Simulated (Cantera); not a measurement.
What does this Cantera script print?

```python
import numpy as np
import cantera as ct

gas_names = """
    CL CL2 H HCL H2 Si SiCL SiCL2 SiCL3 SiCL4 SiH SiHCL3 SiH2 SiH2CL2 SiH3 SiH3CL SiH4 Si2 Si3
""".split()
cond_names = """
    Si(cr) Si(L)
""".split()


# ... load() reads the species with a 1 bar reference pressure and builds the phases ...
atoms = {
    'Si': {'Si': 1},
    'Cl2': {'CL': 2},
    'H2': {'H': 2},
}
top_T = {}  # K; cautious upper limits of use, not melting points


# ... equilibrate(T, P, feed) seeds the gas with the atoms and calls Mixture.equilibrate('TP', solver="vcs", rtol=1e-11, max_steps=5000) ...
results = []
T = 1225  # K
P = 17000  # Pa
for m in [1.9, 3.3, 4.6, 6, 7.3, 8.7, 10, 11, 13, 14, 15]:
    feed = {'Si': 1, 'Cl2': 2.1, 'H2': m}  # mol
    mix = equilibrate(T, P, feed)
    results.append((T, P, feed, dict(zip(mix.species_names, mix.species_moles))))
    x = sorted(zip(gas.X, gas.species_names), reverse=True)
    print(f"T = {T:g} K  P = {P:g} Pa  n(H2) = {m:g} mol  gas = {mix.phase_moles(0):.4g} mol")
    print("   x: " + "  ".join(f"{s} {v:.3e}" for v, s in x if v > 1e-05))
    print("   condensed (mol): " + ("  ".join(f"{mix.phase(i).name} {mix.phase_moles(i):.4g}"
          for i in range(1, mix.n_phases) if mix.phase_moles(i) > 1e-12) or "none"))
```

Output:

```
T = 1225 K  P = 17000 Pa  n(H2) = 1.9 mol  gas = 3.063 mol
   x: H2 5.343e-01  SiCL4 2.641e-01  HCL 1.392e-01  SiHCL3 3.162e-02  SiCL3 1.920e-02  SiCL2 1.104e-02  SiH2CL2 5.057e-04
   condensed (mol): none
T = 1225 K  P = 17000 Pa  n(H2) = 3.3 mol  gas = 4.491 mol
   x: H2 6.615e-01  SiCL4 1.644e-01  HCL 1.158e-01  SiHCL3 2.930e-02  SiCL3 1.599e-02  SiCL2 1.229e-02  SiH2CL2 6.972e-04
   condensed (mol): none
T = 1225 K  P = 17000 Pa  n(H2) = 4.6 mol  gas = 5.814 mol
   x: H2 7.265e-01  SiCL4 1.184e-01  HCL 1.015e-01  SiHCL3 2.643e-02  SiCL3 1.376e-02  SiCL2 1.265e-02  SiH2CL2 7.881e-04
   condensed (mol): none
T = 1225 K  P = 17000 Pa  n(H2) = 6 mol  gas = 7.235 mol
   x: H2 7.713e-01  HCL 9.044e-02  SiCL4 8.899e-02  SiHCL3 2.368e-02  SiCL2 1.272e-02  SiCL3 1.197e-02  SiH2CL2 8.414e-04
   condensed (mol): none
T = 1225 K  P = 17000 Pa  n(H2) = 7.3 mol  gas = 8.554 mol
   x: H2 8.005e-01  HCL 8.264e-02  SiCL4 7.119e-02  SiHCL3 2.151e-02  SiCL2 1.265e-02  SiCL3 1.067e-02  SiH2CL2 8.682e-04
   condensed (mol): none
T = 1225 K  P = 17000 Pa  n(H2) = 8.7 mol  gas = 9.972 mol
   x: H2 8.238e-01  HCL 7.597e-02  SiCL4 5.777e-02  SiHCL3 1.955e-02  SiCL2 1.250e-02  SiCL3 9.558e-03  SiH2CL2 8.830e-04  SiH3CL 1.099e-05
   condensed (mol): none
T = 1225 K  P = 17000 Pa  n(H2) = 10 mol  gas = 11.29 mol
   x: H2 8.405e-01  HCL 7.090e-02  SiCL4 4.865e-02  SiHCL3 1.799e-02  SiCL2 1.233e-02  SiCL3 8.711e-03  SiH2CL2 8.887e-04  SiH3CL 1.209e-05
   condensed (mol): none
T = 1225 K  P = 17000 Pa  n(H2) = 11 mol  gas = 12.3 mol
   x: H2 8.511e-01  HCL 6.756e-02  SiCL4 4.311e-02  SiHCL3 1.695e-02  SiCL2 1.219e-02  SiCL3 8.152e-03  SiH2CL2 8.895e-04  SiH3CL 1.287e-05
   condensed (mol): none
T = 1225 K  P = 17000 Pa  n(H2) = 13 mol  gas = 14.32 mol
   x: H2 8.674e-01  HCL 6.355e-02  SiCL4 3.487e-02  SiHCL3 1.485e-02  SiCL2 1.135e-02  SiCL3 7.076e-03  SiH2CL2 8.444e-04  SiH3CL 1.323e-05
   condensed (mol): Si(cr) 0.01155
T = 1225 K  P = 17000 Pa  n(H2) = 14 mol  gas = 15.34 mol
   x: H2 8.739e-01  HCL 6.229e-02  SiCL4 3.171e-02  SiHCL3 1.388e-02  SiCL2 1.083e-02  SiCL3 6.590e-03  SiH2CL2 8.113e-04  SiH3CL 1.307e-05
   condensed (mol): Si(cr) 0.02093
T = 1225 K  P = 17000 Pa  n(H2) = 15 mol  gas = 16.35 mol
   x: H2 8.796e-01  HCL 6.111e-02  SiCL4 2.899e-02  SiHCL3 1.302e-02  SiCL2 1.035e-02  SiCL3 6.161e-03  SiH2CL2 7.807e-04  SiH3CL 1.290e-05
   condensed (mol): Si(cr) 0.03018
```

Cantera equilibrium calculation (NASA polynomials, part measured and part estimated; ideal gas, pure solids and liquids). The tables' values for SiCl3 are old estimates; treat these amounts as uncertain.
